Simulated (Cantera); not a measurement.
Feed: 1 mol Si, 3.3 mol HCl, 13 mol H2, at 1698.15 K and 27.0 bar.

Cantera equilibrium calculation (NASA polynomials, part measured and part estimated; ideal gas, pure solids and liquids). Candidate condensed phases: Si; 19 gas species. The tables' values for SiCl3 are old estimates; treat these amounts as uncertain. Gases not in the tables: Si2H6 and higher silanes. The numbers say what is thermodynamically allowed, not how fast it happens.

Base state: H2 0.873, HCl 0.0745, SiCl2 0.0228, SiHCl3 0.0115, SiCl3 0.00767, SiCl4 0.00510, SiH2Cl2 0.00453, SiH3Cl 0.000541 (mole fractions); condensed: Si(l).

### Question
What changes in the equilibrium state with this change: Si replaced by SiCl4?

### Answer
| species | before | after |
|---|---|---|
| H2 | 0.873 | 0.711 |
| HCl | 0.0745 | 0.232 |
| SiCl4 | 0.00510 | 0.0232 |
| SiCl2 | 0.0228 | 0.00867 |
| SiCl3 | 0.00767 | 0.0101 |
| SiHCl3 | 0.0115 | 0.0137 |
| SiH4 | 2.58e-5 | 5.45e-7 |
| SiH2 | 1.22e-5 | 3.17e-7 |
| SiH3Cl | 0.000541 | 4.37e-5 |
| SiH2Cl2 | 0.00453 | 0.00140 |
| H | 2.60e-5 | 2.35e-5 |
| Si(l), mol | 0.170 | 0 |

### Question
What changes in the equilibrium state with this change: HCl from 3.3 to 0.68 mol?

### Answer
| species | before | after |
|---|---|---|
| H2 | 0.873 | 0.959 |
| HCl | 0.0745 | 0.0337 |
| SiCl2 | 0.0228 | 0.00426 |
| SiHCl3 | 0.0115 | 0.000973 |
| SiCl4 | 0.00510 | 0.000178 |
| SiCl3 | 0.00767 | 0.000619 |
| SiH2Cl2 | 0.00453 | 0.000928 |
| SiH3Cl | 0.000541 | 0.000269 |
| Si(l), mol | 0.170 | 0.901 |
